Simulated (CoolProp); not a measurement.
Aqueous ammonia as a coolant, at 4 °C, 1 atm.

Values from CoolProp's Melinder's fits for secondary coolants.

```json
[
 {"mass %": "4.9", "freezing point (°C)": "-5.9", "viscosity (mPa s)": "1.69", "density (kg/m³)": "980.3", "cp (kJ/(kg K))": "4.207", "Prandtl number": "13.3"},
 {"mass %": "8.7", "freezing point (°C)": "-11.5", "viscosity (mPa s)": "1.73", "density (kg/m³)": "966.3", "cp (kJ/(kg K))": "4.210", "Prandtl number": "14.3"},
 {"mass %": "12.4", "freezing point (°C)": "-17.9", "viscosity (mPa s)": "1.81", "density (kg/m³)": "953.7", "cp (kJ/(kg K))": "4.215", "Prandtl number": "15.6"},
 {"mass %": "16.2", "freezing point (°C)": "-26.1", "viscosity (mPa s)": "1.92", "density (kg/m³)": "941.5", "cp (kJ/(kg K))": "4.220", "Prandtl number": "17.3"},
 {"mass %": "19.9", "freezing point (°C)": "-36.2", "viscosity (mPa s)": "1.99", "density (kg/m³)": "930.3", "cp (kJ/(kg K))": "4.226", "Prandtl number": "18.6"},
 {"mass %": "23.7", "freezing point (°C)": "-49.8", "viscosity (mPa s)": "1.99", "density (kg/m³)": "919.3", "cp (kJ/(kg K))": "4.234", "Prandtl number": "19.2"},
 {"mass %": "27.4", "freezing point (°C)": "-67.7", "viscosity (mPa s)": "1.97", "density (kg/m³)": "908.9", "cp (kJ/(kg K))": "4.243", "Prandtl number": "19.5"}
]
```
